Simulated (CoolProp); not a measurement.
Computed with CoolProp (reference Helmholtz-energy equation of state, Gao 2020).

Question: For ammonia, give the phase and the conductivity (mW/(m K)), Prandtl number at 349.5 K and 16.4 bar; 624.7 K and 0.549 bar.

Answer: 
- 349.5 K and 16.4 bar: gas; conductivity 32.2, Prandtl number 1.04
- 624.7 K and 0.549 bar: gas; conductivity 71.7, Prandtl number 0.848

Viscosity comes from a separate model (Fenghour 1995). Thermal conductivity comes from a separate model (Tufeu 1984).
